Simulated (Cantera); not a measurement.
Cantera with NASA thermochemical tables; ideal gases at 1 bar, condensed phases pure. Values are per mole of reaction as written; species without (g) are pure solids or liquids, kept so even where they would boil at 1 bar.

Mg(g) + 2 F(g) = MgF2

```
T (K)    ΔH° (kJ)   ΔS° (J/K)    ΔG° (kJ)     log10 K
-----  ----------  ----------  ----------  ----------
998    (withheld)  (withheld)  (withheld)  (withheld)
1048   (withheld)  (withheld)  (withheld)  (withheld)
1098      -1421.2      -397.4      -984.9       46.85
1148      -1420.3      -396.6      -965.0       43.91
1198      -1419.4      -395.8      -945.2       41.21
1248      -1418.4      -395.0      -925.5       38.73
1298      -1417.5      -394.2      -905.7       36.45
1348      -1416.5      -393.5      -886.0       34.33
1398   (withheld)  (withheld)  (withheld)  (withheld)
1448      -1414.5      -392.1      -846.8       30.55
1498      -1413.5      -391.4      -827.2       28.84
```

**Question.** Some entries are withheld; supply them.

**Answer.** 
- 998, ΔH° (kJ): -1423.0
- 998, ΔS° (J/K): -399.1
- 998, ΔG° (kJ): -1024.7
- 998, log10 K: 53.63
- 1048, ΔH° (kJ): -1422.1
- 1048, ΔS° (J/K): -398.2
- 1048, ΔG° (kJ): -1004.8
- 1048, log10 K: 50.08
- 1398, ΔH° (kJ): -1415.5
- 1398, ΔS° (J/K): -392.8
- 1398, ΔG° (kJ): -866.4
- 1398, log10 K: 32.37
